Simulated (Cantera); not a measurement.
Input: 1 mol SiF₄, 19 mol N₂O, equilibrated at 1923.15 K and 1.33 mbar.

These are equilibrium values from Cantera (NASA tables, ideal gas, pure condensed phases), not measurements of a reactor. Candidate condensed phases: Si, SiO₂, Si₂N₂O, Si₃N₄; 28 gas species. The tables' values for SiF₃, SiO₂ are old estimates; treat these amounts as uncertain. The numbers say what is thermodynamically allowed, not how fast it happens.

Base state: N₂ 0.638, O₂ 0.315, SiF₄ 0.0334, NO 0.00677, O 0.00557, F 0.000721, SiF₃ 0.000250, SiO 8.37e-5 (mole fractions); condensed: gas only.

What changes in the equilibrium state with this change: pressure from 1.33 mbar to 1.00 bar?


```csv
species,before,after
N₂,0.638,0.641
O₂,0.315,0.318
SiF₄,0.0334,0.0339
O,0.00557,0.000204
SiO,8.37e-5,5.76e-9
SiO₂,3.39e-5,6.43e-8
F,0.000721,2.43e-5
NO₂,6.01e-7,1.67e-5
"SiO₂(condensed), mol",0,0.000103
```
The tables' values for SiF₃ are old estimates; treat these amounts as uncertain. The tables hold silica as quartz up to 1696 K and as liquid above; real silica turns to tridymite and cristobalite and melts near 1996 K.

What changes in the equilibrium state with this change: pressure from 1.33 mbar to 13.3 mbar?


| species | before | after |
|---|---|---|
| N₂ | 0.638 | 0.640 |
| O₂ | 0.315 | 0.317 |
| SiF₄ | 0.0334 | 0.0337 |
| O | 0.00557 | 0.00177 |
| SiO | 8.37e-5 | 3.75e-6 |
| SiO₂ | 3.39e-5 | 4.82e-6 |
| F | 0.000721 | 0.000210 |
| SiF₃ | 0.000250 | 8.66e-5 |
| SiO₂(condensed), mol | 0 | 0.000656 |
The tables' values for SiF₃ are old estimates; treat these amounts as uncertain. The tables hold silica as quartz up to 1696 K and as liquid above; real silica turns to tridymite and cristobalite and melts near 1996 K.

What changes in the equilibrium state with this change: temperature from 1923.15 K to 1875 K?


```json
[
 {"species": "N₂", "before": "0.638", "after": "0.640"},
 {"species": "O₂", "before": "0.315", "after": "0.316"},
 {"species": "SiF₄", "before": "0.0334", "after": "0.0336"},
 {"species": "O", "before": "0.00557", "after": "0.00371"},
 {"species": "SiO", "before": "8.37e-5", "after": "3.43e-5"},
 {"species": "SiO₂", "before": "3.39e-5", "after": "1.91e-5"},
 {"species": "F", "before": "0.000721", "after": "0.000432"},
 {"species": "SiF₃", "before": "0.000250", "after": "0.000158"},
 {"species": "SiO₂(condensed), mol", "before": "0", "after": "0.000444"}
]
```
The tables hold silica as quartz up to 1696 K and as liquid above; real silica turns to tridymite and cristobalite and melts near 1996 K.
